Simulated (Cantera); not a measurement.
A closed system holds: 1 mol TiCl₄, 18 mol H₂O, equilibrated at 73.0 Pa.

Equilibrium computed with Cantera from the NASA thermochemical tables; the gas is ideal and each condensed phase is pure. Candidate condensed phases: H₂O, Ti, TiCl₂, TiCl₃, TiCl₄, TiO, TiO₂, Ti₂O₃, Ti₃O₅, Ti₄O₇; 23 gas species. Equilibrium is a limit: real reactors are often held back by kinetics, nucleation or transport.

Problem. At 1575 K, list the 4 most abundant gas species with their mole fractions, and the condensed phases.

Solution. H₂O 0.794, HCl 0.196, H₂ 0.00434, Cl 0.00363. Condensed: TiO₂(rutile).
